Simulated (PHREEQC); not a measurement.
Acid mine or pickling water

A made-up water analysis in mmol/kgw, 65 °C, pH 2.34, pe 10.6:

```csv
constituent,mmol/kgw
Na,7.03
K,1.74
Ca,0.82
Mg,1.22
Cl,0.91
S(6),10.6
Cu(2),0.00403
O(0) (counted as O atoms),0.054
```

Valence states are taken as typed.

All values are PHREEQC results (ion-association model, wateq4f.dat), not measurements.

ionic strength: 0.0228 mol/kgw
total alkalinity: -9.35 meq/kg
charge-balance error: 0.3 %

```tsv
species	molality	activity	log γ
Na+	0.00690	0.00591	-0.068
SO4-2	0.00544	0.00294	-0.267
H+	0.00521	0.00457	-0.057
HSO4-	0.00412	0.00352	-0.068
K+	0.00168	0.00143	-0.070
Cl-	0.000910	0.000774	-0.070
Mg+2	0.000628	0.000348	-0.256
MgSO4	0.000592	0.000595	0.002
Ca+2	0.000557	0.000305	-0.262
CaSO4	0.000247	0.000249	0.002
NaSO4-	0.000127	0.000109	-0.065
KSO4-	6.34e-5	5.45e-5	-0.065
O2	2.70e-5	2.71e-5	0.002
CaHSO4+	1.51e-5	1.29e-5	-0.069
Cu+2	2.82e-6	1.56e-6	-0.255
```

Precipitation was switched off in this run. Complexes and solids missing from the database can't appear. Constants without temperature data keep their 25 °C values here.
